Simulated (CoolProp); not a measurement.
Isobutene along the isotherm 189.15 °C: Z from the reference equation and from simpler models built on Tc = 144.9 °C, pc = 4016 kPa, ω = 0.193; each cubic takes its own stable root.

Computed with CoolProp (reference Helmholtz-energy equation of state, Lemmon 2005). It is a short technical equation, of lower accuracy than the large ones.

```json
[
 {"p (kPa)": "753", "phase": "gas", "reference": "0.9519", "Redlich-Kwong": "0.9511", "Soave-Redlich-Kwong": "0.9532", "Peng-Robinson": "0.9469"},
 {"p (kPa)": "1510", "phase": "gas", "reference": "0.9005", "Redlich-Kwong": "0.8993", "Soave-Redlich-Kwong": "0.9039", "Peng-Robinson": "0.8916"},
 {"p (kPa)": "2260", "phase": "gas", "reference": "0.8463", "Redlich-Kwong": "0.8445", "Soave-Redlich-Kwong": "0.8523", "Peng-Robinson": "0.8345"},
 {"p (kPa)": "3010", "phase": "gas", "reference": "0.7880", "Redlich-Kwong": "0.7856", "Soave-Redlich-Kwong": "0.7974", "Peng-Robinson": "0.7747"},
 {"p (kPa)": "3760", "phase": "gas", "reference": "0.7253", "Redlich-Kwong": "0.7215", "Soave-Redlich-Kwong": "0.7388", "Peng-Robinson": "0.7120"},
 {"p (kPa)": "4520", "phase": "supercritical", "reference": "0.6567", "Redlich-Kwong": "0.6500", "Soave-Redlich-Kwong": "0.6752", "Peng-Robinson": "0.6453"},
 {"p (kPa)": "5270", "phase": "supercritical", "reference": "0.5844", "Redlich-Kwong": "0.5731", "Soave-Redlich-Kwong": "0.6092", "Peng-Robinson": "0.5779"},
 {"p (kPa)": "6020", "phase": "supercritical", "reference": "0.5107", "Redlich-Kwong": "0.4996", "Soave-Redlich-Kwong": "0.5462", "Peng-Robinson": "0.5150"}
]
```
